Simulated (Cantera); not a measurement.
Input (Python, Cantera) and output of one run.

```python
import numpy as np
import cantera as ct

gas_names = """
    Fe FeO Fe(OH)2 H HO2 H2 H2O H2O2 H2S H2SO4 O OH O2 O3 S SH SO SO2 SO3 S2 S2O S8
""".split()
cond_names = """
    Fe(a) Fe(c) Fe(d) Fe(L) FeO(s) FeO(L) Fe(OH)2(s) Fe(OH)3(s) FeS(a) FeS(b) FeS(c) FeS(L) FeSO4(s)
    FeS2(s) Fe2O3(s) Fe2S3O12(s) Fe3O4(s) H2O(s) H2O(L) H2SO4(L) S(cr1) S(cr2) S(L)
""".split()


def load(file, names, dense=False):
    # The tables refer to 1 bar. Condensed volumes are neglected.
    table = {s.name: s for s in ct.Species.list_from_file(file)}
    out = []
    for n in names:
        d = dict(table[n].input_data)
        d["thermo"] = dict(d["thermo"], **{"reference-pressure": 1e5})
        if dense:
            d["equation-of-state"] = {"model": "constant-volume", "density": "1e6 g/cm^3"}
        out.append(ct.Species.from_dict(d))
    return out


gas = ct.Solution(thermo="ideal-gas", species=load("nasa_gas.yaml", gas_names))
cond = {s.name: ct.Solution(thermo="fixed-stoichiometry", species=[s], name=s.name)
        for s in load("nasa_condensed.yaml", cond_names, dense=True)}
atoms = {
    'FeS': {'Fe': 1, 'S': 1},
    'SO3': {'S': 1, 'O': 3},
    'H2O': {'H': 2, 'O': 1},
}
top_T = {'FeSO4(s)': 950, 'FeS2(s)': 1010, 'Fe2O3(s)': 1830, 'Fe2S3O12(s)': 1100, 'Fe3O4(s)': 1870}  # K; cautious upper limits of use, not melting points


def equilibrate(T, P, feed):
    n = {}
    for name, mol in feed.items():
        for a, k in atoms[name].items():
            n[a] = n.get(a, 0.0) + k * mol
    gas.TPX = T, P, n
    mass = sum(n.values()) * gas.mean_molecular_weight
    gas.equilibrate("TP")
    valid = [c for c in cond.values() if c.min_temp <= T <= top_T.get(c.name, c.max_temp)]
    mix = ct.Mixture([(gas, mass / gas.mean_molecular_weight)] + [(c, 0.0) for c in valid])
    mix.T, mix.P = T, P
    mix.equilibrate("TP", solver="vcs", rtol=1e-11, max_steps=5000)
    return mix


results = []
feed = {'FeS': 1, 'SO3': 0.5, 'H2O': 0.034}  # mol
P = 101325  # Pa
for T in [1023, 1073, 1123, 1173, 1223, 1273, 1323, 1373, 1423, 1473, 1523, 1573]:
    mix = equilibrate(T, P, feed)
    results.append((T, P, feed, dict(zip(mix.species_names, mix.species_moles))))

top = {s: max(r[3][s] / sum(r[3][g] for g in gas_names) for r in results) for s in gas_names}
cols = sorted((s for s in top if top[s] > 0.0001), key=lambda s: -top[s])[:6]
seen = [c for c in cond_names if any(r[3].get(c, 0) > 1e-12 for r in results)]
print("log10 of partial pressures in bar; condensed amounts in mol")
print(f"{'T/K':>10s}" + "".join(f"{s[:9]:>10s}" for s in cols + seen))
for T, P, feed, n in results:
    ng = sum(n[g] for g in gas_names)
    print(f"{T:10.4g}" + "".join(f"{np.log10(max(n[s] / ng * P / 1e5, 1e-99)):10.3f}" for s in cols)
          + "".join(f"{n.get(c, 0):10.4g}" for c in seen))
```

Result:

```
log10 of partial pressures in bar; condensed amounts in mol
       T/K       SO2        S2       H2O       S2O        SO        H2    FeO(s)    FeS(c)    FeS(L)  Fe3O4(s)
      1023    -0.030    -1.588    -1.311    -2.445    -4.450    -4.137         0     0.826         0     0.058
      1073    -0.033    -1.496    -1.313    -2.387    -4.139    -3.954         0    0.8207         0   0.05978
      1123    -0.036    -1.413    -1.314    -2.334    -3.857    -3.786         0    0.8147         0   0.06176
      1173    -0.040    -1.337    -1.316    -2.287    -3.599    -3.632         0    0.8083         0   0.06392
      1223    -0.044    -1.268    -1.318    -2.244    -3.362    -3.491         0    0.8013         0   0.06624
      1273    -0.049    -1.205    -1.320    -2.205    -3.145    -3.360         0    0.7939         0   0.06871
      1323    -0.053    -1.148    -1.322    -2.171    -2.945    -3.240         0    0.7861         0    0.0713
      1373    -0.058    -1.096    -1.325    -2.140    -2.760    -3.128         0     0.778         0     0.074
      1423    -0.063    -1.048    -1.328    -2.112    -2.588    -3.024         0    0.7697         0   0.07676
      1473    -0.072    -0.977    -1.351    -2.068    -2.423    -2.938     0.276         0     0.724         0
      1523    -0.079    -0.929    -1.356    -2.039    -2.274    -2.847    0.2895         0    0.7105         0
      1573    -0.087    -0.883    -1.363    -2.014    -2.134    -2.762    0.3037         0    0.6963         0
```

Cantera equilibrium calculation (NASA polynomials, part measured and part estimated; ideal gas, pure solids and liquids). Metal and sulfide melt together well below either melting point, which pure phases cannot show. Mutual solubility and eutectic melting of coexisting phases are not modelled. The tables' stoichiometric FeO is somewhat more stable than real wüstite, so its field is too wide. FeO, FeS: taken at fixed stoichiometry. Gases not in the tables: S3 to S7.
